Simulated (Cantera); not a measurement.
## Ignition delay

Mixture: 6.03 % CH₄, 19.8 % O₂, 74.2 % N₂, at 2400000 Pa, adiabatic and at constant pressure. Ignition delay is the time to a rise of 400 K.

Computed with Cantera and GRI-Mech 3.0 (53 species, 325 reactions). The pressure lies above the range GRI-Mech 3.0 was tuned for (to about 10 atm).

```
T0 (K)  delay (ms)
------  ----------
1100          5.91
1150          2.91
1200          1.53
1250         0.847
1300         0.488
1350         0.291
1400         0.178
1450         0.112
1500        0.0721
```

```yaml
apparent activation energy between 1400 and 1500 K: 160 kJ/mol
```
